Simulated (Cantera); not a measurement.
A Cantera script and what it prints.

```python
import numpy as np
import cantera as ct

gas_names = [...]  # 151 gases of nasa_gas.yaml made of C, H, N, O, Si
cond_names = """
    C(gr) C6H6(L) C7H8(L) C8H18(L),n-octa H2O(s) H2O(L) Si(cr) Si(L) SiC(b) SiO2(Lqz) SiO2(hqz) SiO2(L)
    Si2N2O(s) Si3N4(a)
""".split()


# ... load() reads the species with a 1 bar reference pressure and builds the phases ...
atoms = {
    'SiC': {'Si': 1, 'C': 1},
    'CO2': {'C': 1, 'O': 2},
    'N2': {'N': 2},
    'H2O': {'H': 2, 'O': 1},
}
top_T = {'C(gr)': 4500, 'SiC(b)': 3050, 'Si2N2O(s)': 2100, 'Si3N4(a)': 2400}  # K; cautious upper limits of use, not melting points


# ... equilibrate(T, P, feed) seeds the gas with the atoms and calls Mixture.equilibrate('TP', solver="vcs", rtol=1e-11, max_steps=5000) ...
results = []
feed = {'SiC': 1, 'CO2': 0.088, 'N2': 2, 'H2O': 0.0036}  # mol
T = 2098  # K
P = 10000  # Pa
mix = equilibrate(T, P, feed)
results.append((T, P, feed, dict(zip(mix.species_names, mix.species_moles))))
x = sorted(zip(gas.X, gas.species_names), reverse=True)
print(f"T = {T:g} K  P = {P:g} Pa  gas = {mix.phase_moles(0):.4g} mol")
print("   x: " + "  ".join(f"{s} {v:.3e}" for v, s in x if v > 0.0001))
print("   condensed (mol): " + ("  ".join(f"{mix.phase(i).name} {mix.phase_moles(i):.4g}"
      for i in range(1, mix.n_phases) if mix.phase_moles(i) > 1e-12) or "none"))
```

Output:

```
T = 2098 K  P = 10000 Pa  gas = 2.185 mol
   x: N2 9.153e-01  CO 6.149e-02  SiO 2.071e-02  H2 1.389e-03  Si 5.460e-04  H 3.627e-04  HCN 1.407e-04
   condensed (mol): SiC(b) 0.9533
```

Cantera equilibrium calculation (NASA polynomials, part measured and part estimated; ideal gas, pure solids and liquids). The tables' values for SiN are old estimates; treat these amounts as uncertain.
